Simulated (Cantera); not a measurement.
A Cantera script and what it prints.

```python
import numpy as np
import cantera as ct

gas_names = """
    C CN CO CO2 C2 CCN CNC C2N2 C2O C3 C3O2 C4 C4N2 C5 N NCO NO NO2 NO3 N2 N2O O O2 O3 Pb PbO Pb2
""".split()
cond_names = """
    C(gr) Pb(cr) Pb(L) PbO(rd) PbO(yw) PbO(L) PbO2(s) Pb3O4(s)
""".split()


# ... load() reads the species with a 1 bar reference pressure and builds the phases ...
atoms = {
    'Pb': {'Pb': 1},
    'CO2': {'C': 1, 'O': 2},
    'N2': {'N': 2},
}
top_T = {'C(gr)': 4500, 'Pb3O4(s)': 820}  # K; cautious upper limits of use, not melting points


# ... equilibrate(T, P, feed) seeds the gas with the atoms and calls Mixture.equilibrate('TP', solver="vcs", rtol=1e-11, max_steps=5000) ...
results = []
feed = {'Pb': 1, 'CO2': 1.2, 'N2': 5.7}  # mol
T = 975  # K
P = 320000  # Pa
mix = equilibrate(T, P, feed)
results.append((T, P, feed, dict(zip(mix.species_names, mix.species_moles))))
x = sorted(zip(gas.X, gas.species_names), reverse=True)
print(f"T = {T:g} K  P = {P:g} Pa  gas = {mix.phase_moles(0):.4g} mol")
print("   x: " + "  ".join(f"{s} {v:.3e}" for v, s in x if v > 0.0001))
print("   condensed (mol): " + ("  ".join(f"{mix.phase(i).name} {mix.phase_moles(i):.4g}"
      for i in range(1, mix.n_phases) if mix.phase_moles(i) > 1e-12) or "none"))
```

It prints:

```
T = 975 K  P = 320000 Pa  gas = 6.9 mol
   x: N2 8.261e-01  CO2 1.739e-01
   condensed (mol): Pb(L) 0.9999  PbO(yw) 0.0001006
```

Cantera equilibrium calculation (NASA polynomials, part measured and part estimated; ideal gas, pure solids and liquids).
